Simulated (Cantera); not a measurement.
Feed: 1 mol SiH4, 1100 mol H2, at 1600 °C and 13300 Pa.

Method: chemical equilibrium by Gibbs-energy minimisation in Cantera with the NASA 1993 tables (ideal gas, pure condensed phases). Candidate condensed phases: Si; 9 gas species. Gases not in the tables: Si2H6 and higher silanes. Kinetics and transport are ignored.

Base state: H2 0.998, H 0.00177, Si 6.61e-5, SiH2 4.90e-5, SiH 2.25e-5 (mole fractions); condensed: Si(l).

What changes in the equilibrium state with this change: SiH4 replaced by (CH3)2SiCl2?


```tsv
species	before	after
H2	0.998	0.996
HCl	0	0.00181
H	0.00177	0.00176
C2H2 (acetylene)	0	0.000311
Si	6.61e-5	2.20e-6
CH4	0	8.06e-5
SiH2	4.90e-5	1.62e-6
Si(l), mol	0.847	0
C(graphite), mol	0	0.225
SiC(s), mol	0	0.994
```
The feed counts by its element totals alone. Further candidate phases: C, C6H6, C7H8, C8H18, SiC.
